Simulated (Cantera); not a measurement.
## Equilibrium for silicon nitride deposition: SiHCl₃ + NH₃ + H₂

Charge: 1 mol SiHCl₃, 0.15 mol NH₃, 24 mol H₂, equilibrated at 1848.15 K.

These are equilibrium values from Cantera (NASA tables, ideal gas, pure condensed phases), not measurements of a reactor. Candidate condensed phases: NH₄Cl, Si, Si₃N₄; 28 gas species. The tables' values for SiCl, SiCl₃ are old estimates; treat these amounts as uncertain. Gases not in the tables: Si₂H₆ and higher silanes. The numbers say what is thermodynamically allowed, not how fast it happens.

```
P (Pa)  log p H₂  log p HCl  log p H  log p Si  log p SiCl₂  log p Cl  log p N₂  n Si(l)
------  --------  ---------  -------  --------  -----------  --------  --------  -------
5          -4.40      -5.36    -5.47     -5.86        -6.51     -6.55     -6.88        0
15         -3.90      -4.92    -5.23     -5.48        -5.75     -6.36     -6.39        0
45         -3.41      -4.49    -4.98     -5.20        -5.10     -6.18     -5.90   0.0879
140        -2.91      -3.98    -4.73     -5.20        -4.59     -5.92     -5.40    0.365
410        -2.44      -3.51    -4.49     -5.20        -4.12     -5.69     -4.94    0.453
1200       -1.97      -3.04    -4.26     -5.20        -3.65     -5.45     -4.47    0.484
3700       -1.48      -2.55    -4.01     -5.20        -3.16     -5.21     -3.98    0.496
11000      -1.00      -2.08    -3.78     -5.20        -2.69     -4.97     -3.50    0.500
33000      -0.53      -1.60    -3.54     -5.20        -2.22     -4.73     -3.03    0.500
100000     -0.04      -1.12    -3.30     -5.20        -1.74     -4.49     -2.54    0.498
```
log p: log10 of the partial pressure in bar; n: condensed amount in mol.

From 0.0375 Torr to 0.113 Torr nothing is condensed. From 0.338 Torr to 750 Torr the condensed part is Si(l). The main Si-bearing gas is Si at 0.0375 Torr and SiCl₂ at 750 Torr.
